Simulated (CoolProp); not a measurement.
A closed Brayton cycle with carbon dioxide: compressor inlet 322.15 K and 8 MPa, high pressure 20.5 MPa, turbine inlet 755 K, compressor efficiency 0.8, turbine efficiency 0.93, recuperator effectiveness 0.8 (on enthalpy, no pinch check). Each further row changes one setting.

Model: reference Helmholtz-energy equation of state, Span 1996, in CoolProp.

```json
[
 {"case": "as stated", "thermal efficiency (%)": "26.9", "net work (kJ/kg)": "65.7", "compressor to turbine work": "0.43", "compressor exit (K)": "401.9", "turbine exit (K)": "645.1"},
 {"case": "turbine inlet 705 K", "thermal efficiency (%)": "25.2", "net work (kJ/kg)": "56.7", "compressor to turbine work": "0.47", "compressor exit (K)": "401.9", "turbine exit (K)": "599.3"},
 {"case": "compressor inlet 332.15 K", "thermal efficiency (%)": "25.6", "net work (kJ/kg)": "59.1", "compressor to turbine work": "0.49", "compressor exit (K)": "418.1", "turbine exit (K)": "645.1"},
 {"case": "high pressure 17.4 MPa", "thermal efficiency (%)": "25.3", "net work (kJ/kg)": "57.1", "compressor to turbine work": "0.41", "compressor exit (K)": "387.5", "turbine exit (K)": "663.9"},
 {"case": "recuperator effectiveness 0.5", "thermal efficiency (%)": "20.0", "net work (kJ/kg)": "65.7", "compressor to turbine work": "0.43", "compressor exit (K)": "401.9", "turbine exit (K)": "645.1"}
]
```
